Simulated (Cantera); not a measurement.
Input: 1 mol TiC, 0.071 mol H2, equilibrated at 2100 K and 1330 Pa.

Cantera equilibrium calculation (NASA polynomials, part measured and part estimated; ideal gas, pure solids and liquids). Candidate condensed phases: C, C6H6, C7H8, C8H18, Ti, TiC; 77 gas species. TiC: taken at fixed stoichiometry. The numbers say what is thermodynamically allowed, not how fast it happens.

Base state: H2 0.973, H 0.0266 (mole fractions); condensed: TiC(s).

**Question.** What changes in the equilibrium state with this change: temperature from 2100 K to 1598 K?

**Answer.** 
```
species      before     after
-----------  ------  --------
H2            0.973     1.000
H            0.0266  0.000461
TiC(s), mol   1.000      1.00
```

**Question.** What changes in the equilibrium state with this change: TiC replaced by Al2O3?

**Answer.** 
```json
[
 {"species": "H2", "before": "0.973", "after": "0.971"},
 {"species": "H", "before": "0.0266", "after": "0.0266"},
 {"species": "H2O", "before": "0", "after": "0.00122"},
 {"species": "Al", "before": "0", "after": "0.000589"},
 {"species": "Al2O", "before": "0", "after": "0.000144"},
 {"species": "AlOH", "before": "0", "after": "5.93e-5"},
 {"species": "AlH", "before": "0", "after": "1.52e-5"},
 {"species": "TiC(s), mol", "before": "1.000", "after": "0"},
 {"species": "Al2O3(s), mol", "before": "0", "after": "1.000"}
]
```
The tables' values for AlOH are old estimates; treat these amounts as uncertain. Further candidate phases: Al, Al2O3, H2O.
